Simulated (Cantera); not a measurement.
**N2O furnace oxynitridation**

An isothermal, constant-pressure homogeneous reactor starts with N₂O : N₂ = 1 : 0.11 (molar parts), at 1300 K and 0.0415 atm.

Cantera simulation using GRI-Mech 3.0 (53 species, 325 reactions); the numbers are that mechanism's predictions, not measurements. GRI-Mech 3.0 was tuned for natural gas; its chemistry of N2O as a main component is partial and can be far from experiment. Radical loss at walls, strong at low pressure, is not modelled. The mechanism lacks the step 2 NO + O2 → 2 NO2, which can matter for NO2 below about 1400 K. The temperature is held fixed by assumption; the heat of reaction is taken as removed at once.

```
t (s)        x N₂O      x O    x N₂      x NO      x O₂
--------  --------  -------  ------  --------  --------
0.000100     0.901  4.45e-6  0.0991   6.64e-7   1.90e-6
0.000305     0.901  7.10e-6  0.0991   3.96e-6   1.13e-5
0.000932     0.901  7.63e-6  0.0992   1.63e-5   4.66e-5
0.00285      0.900  7.63e-6  0.0994   5.43e-5  0.000155
0.00869      0.899  7.63e-6   0.100  0.000170  0.000488
0.0265       0.896  7.63e-6   0.102  0.000523   0.00150
0.0809       0.885  7.63e-6   0.108   0.00159   0.00455
0.247        0.855  7.63e-6   0.127   0.00474    0.0136
0.754        0.769  7.61e-6   0.179    0.0135    0.0388
2.30         0.567  7.57e-6   0.301    0.0342    0.0981
7.03         0.248  7.37e-6   0.494    0.0665     0.192
21.5        0.0302  5.53e-6   0.626    0.0874     0.256
65.5      0.000447  6.34e-7   0.645    0.0888     0.266
200        1.98e-6  4.50e-7   0.645    0.0887     0.266
```
x: mole fraction; the columns are a selection and need not sum to one.

Equilibrium at this temperature and pressure: N₂O 5.75e-9, O 4.84e-7, N₂ 0.689, NO 0.000452, O₂ 0.310 (gas phase only).
